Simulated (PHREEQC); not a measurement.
Solution (25 °C): 0.001 mol HCl, 0.00043 mol LiCl and 0.00024 mol NiSO4 per kg of water. Closed to the air; pH follows from the charge balance.

Model: ion-association model, wateq4f.dat, run in PHREEQC.

| quantity | before | after |
|---|---|---|
| pH | 3.03 | 5.00 |
| SO4-2 (mol/kgw) | 0.000216 | 2.40e-6 |
| HSO4- (mol/kgw) | 1.68e-5 | 2.28e-9 |
| NiSO4 (mol/kgw) | 6.43e-6 | 1.07e-9 |
| NiCl+ (mol/kgw) | 6.76e-7 | 8.42e-11 |
| NiOH+ (mol/kgw) | 2.93e-11 | 3.27e-11 |
| SI of Morenosite (NiSO4:7H2O) | -5.12 | -8.90 |

Problem. Name the change that produced these shifts.
(A) 0.00014 mol/kgw CO2 added
(B) HCl left out
(C) HCl from 0.001 to 0.0001 mol/kgw
(D) diluted 100-fold with water
(E) temperature from 25 to 15 °C

Solution. D, diluted 100-fold with water

No solid was allowed to form.
